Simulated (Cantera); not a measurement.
Feed: 1 mol SiC, 0.97 mol O2, 1.9 mol N2, at 10.0 mbar.

Cantera equilibrium calculation (NASA polynomials, part measured and part estimated; ideal gas, pure solids and liquids). Candidate condensed phases: C, Si, SiC, SiO2, Si2N2O, Si3N4; 34 gas species. N2 is the only nitrogen source here; it is nearly inert below about 1500 K, so the nitride shown seldom forms there in practice. Mutual solubility and eutectic melting of coexisting phases are not modelled. The tables hold silica as quartz up to 1696 K and as liquid above; real silica turns to tridymite and cristobalite and melts near 1996 K. Equilibrium is a limit: real reactors are often held back by kinetics, nucleation or transport.

Problem. Which condensed phases are stable at each of these points (T (°C)): 750, 850, 950, 1050, 1150, 1250, 1350, 1450, 1550, 1650, 1750, 1850?

Solution. 
```csv
T (°C),condensed phases,Si condensed (%)
750,C(graphite) + SiO2(β-quartz) + Si2N2O(s),100.0
850,C(graphite) + SiO2(β-quartz) + Si2N2O(s),100.0
950,C(graphite) + SiO2(β-quartz) + Si2N2O(s),100.0
1050,SiO2(β-quartz) + Si2N2O(s),100.0
1150,SiO2(β-quartz) + Si2N2O(s),100.0
1250,SiO2(β-quartz) + Si2N2O(s),99.4
1350,SiO2(β-quartz) + Si2N2O(s),93.2
1450,SiO2(condensed) + Si2N2O(s),14.8
1550,SiC(s),3.0
1650,SiC(s),2.8
1750,SiC(s),2.2
1850,SiC(s),0.1
```

From 750 °C to 950 °C the condensed part is C(graphite) + SiO2(β-quartz) + Si2N2O(s). From 1050 °C to 1350 °C the condensed part is SiO2(β-quartz) + Si2N2O(s). At 1450 °C the condensed part is SiO2(condensed) + Si2N2O(s). From 1550 °C to 1850 °C the condensed part is SiC(s).
